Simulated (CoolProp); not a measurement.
Vapour-liquid equilibrium of propane (1) + benzene (2) at 305.2 K; x and y are mole fractions of (1).

Model: multi-fluid Helmholtz-energy mixture model, Lemmon 2009 and Thol 2012; pair parameters Bell 2016, in CoolProp.

| x | bubble pressure, mixture model (bar) | bubble pressure, Raoult's law (bar) | y, mixture model | y, Raoult's law |
|---|---|---|---|---|
| 0.05 | 1.210 | 0.7327 | 0.857 | 0.774 |
| 0.15 | 2.866 | 1.850 | 0.941 | 0.920 |
| 0.25 | 4.138 | 2.967 | 0.961 | 0.956 |
| 0.35 | 5.172 | 4.084 | 0.970 | 0.972 |
| 0.45 | 6.068 | 5.201 | 0.976 | 0.982 |
| 0.55 | 6.901 | 6.318 | 0.980 | 0.988 |
| 0.65 | 7.727 | 7.435 | 0.984 | 0.992 |
| 0.75 | 8.595 | 8.552 | 0.988 | 0.995 |
| 0.85 | 9.557 | 9.669 | 0.992 | 0.997 |
| 0.95 | 10.68 | 10.79 | 0.997 | 0.999 |

The largest gap from Raoult's law is +65.1 % in bubble pressure, at x = 0.05. No azeotrope shows between x = 0.05 and 0.95.

Pair parameters are fitted to limited data, so mixtures are less certain than the pure fluids. The gap from Raoult's law changes sign with composition, which may be real or a fault of the pair parameters; it wasn't checked against measurements. With so large a gap from Raoult's law the liquid may split in two, which this calculation doesn't test in full.
